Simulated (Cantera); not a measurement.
Cantera run, input and output.

```python
import numpy as np
import cantera as ct

gas = ct.Solution("gri30.yaml")
gas.TPX = 1750, 100000, {'CH4': 1, 'O2': 2.67, 'N2': 10, 'H2O': 2.4}
reactor = ct.IdealGasReactor(gas, energy="on", clone=False)
net = ct.ReactorNet([reactor])
net.rtol, net.atol = 1e-08, 1e-16
show = ['CH4', 'O2', 'H2O', 'N2O', 'HO2', 'C2H2', 'NO']
times = np.geomspace(3e-06, 4, 10)

steps = ct.SolutionArray(gas, extra=["t"])
rows = []
print(f"{'t/s':>10s}{'T/K':>9s}{'P/Pa':>11s}" + "".join(f"{s:>11s}" for s in show))
for t in times:
    while net.time < t:
        t_next = net.step()
        steps.append(gas.state, t=t_next)
    rows.append([np.interp(t, steps.t, y) for y in (steps.T, steps.P, *steps(*show).X.T)])
    print(f"{t:10.3e}{rows[-1][0]:9.1f}{rows[-1][1]:11.4g}" + "".join(f"{x:11.3e}" for x in rows[-1][2:]))
rate = np.gradient(steps.T, steps.t)
print("integrator steps:", len(steps.t))
if steps.T.max() > steps.T[0] + 200:
    print(f"time of steepest temperature rise: {steps.t[rate.argmax()]:.4e} s")
gas.TPX = 1750, 100000, {'CH4': 1, 'O2': 2.67, 'N2': 10, 'H2O': 2.4}
gas.equilibrate("UV")
print(f"equilibrium (UV): T = {gas.T:.1f} K  " + "  ".join(f"{s} {gas[s].X[0]:.3e}" for s in show))
```

Output:

```
       t/s      T/K       P/Pa        CH4         O2        H2O        N2O        HO2       C2H2         NO
 3.000e-06   1749.9      1e+05  6.221e-02  1.661e-01  1.493e-01  1.613e-11  1.859e-06  2.509e-13  2.150e-13
 1.438e-05   1749.6  9.998e+04  6.210e-02  1.661e-01  1.494e-01  1.771e-10  5.106e-06  3.743e-10  1.997e-12
 6.890e-05   1750.7  1.001e+05  6.051e-02  1.654e-01  1.502e-01  2.080e-09  1.732e-05  7.539e-07  4.314e-11
 3.302e-04   2732.8  1.611e+05  6.524e-16  4.722e-02  2.347e-01  6.889e-07  1.401e-05  2.181e-19  1.110e-03
 1.582e-03   2725.0  1.606e+05  6.683e-16  4.436e-02  2.354e-01  7.204e-07  1.316e-05  2.158e-19  7.654e-03
 7.583e-03   2718.5  1.601e+05  6.808e-16  4.215e-02  2.359e-01  7.867e-07  1.249e-05  2.136e-19  1.275e-02
 3.634e-02   2718.5  1.601e+05  6.810e-16  4.212e-02  2.359e-01  7.876e-07  1.248e-05  2.136e-19  1.280e-02
 1.742e-01   2718.5  1.601e+05  6.810e-16  4.212e-02  2.359e-01  7.876e-07  1.248e-05  2.136e-19  1.280e-02
 8.347e-01   2718.5  1.601e+05  6.810e-16  4.212e-02  2.359e-01  7.876e-07  1.248e-05  2.136e-19  1.280e-02
 4.000e+00   2718.5  1.601e+05  6.810e-16  4.212e-02  2.359e-01  7.876e-07  1.248e-05  2.136e-19  1.280e-02
integrator steps: 1752
time of steepest temperature rise: 1.5047e-04 s
equilibrium (UV): T = 2718.5 K  CH4 9.091e-16  O2 4.212e-02  H2O 2.359e-01  N2O 7.876e-07  HO2 1.248e-05  C2H2 2.312e-19  NO 1.280e-02
```

Model: GRI-Mech 3.0 (53 species, 325 reactions), integrated in Cantera.
